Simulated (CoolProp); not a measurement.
Computed with CoolProp (reference Helmholtz-energy equation of state, Gedanitz 2015).

### Question
Give the vapour pressure (MPa), vapour density (kg/m³), liquid conductivity (mW/(m K)) of saturated cyclopentane at 406.1, 421.3, 444.1 K.

### Answer
| T (K) | p (MPa) | vapour density (kg/m³) | liquid conductivity (mW/(m K)) |
|---|---|---|---|
| 406.1 | 0.849 | 20.9 | 89.5 |
| 421.3 | 1.13 | 28.1 | 85.0 |
| 444.1 | 1.68 | 43.1 | 78.7 |

Thermal conductivity comes from a separate model (Vassiliou 2015).
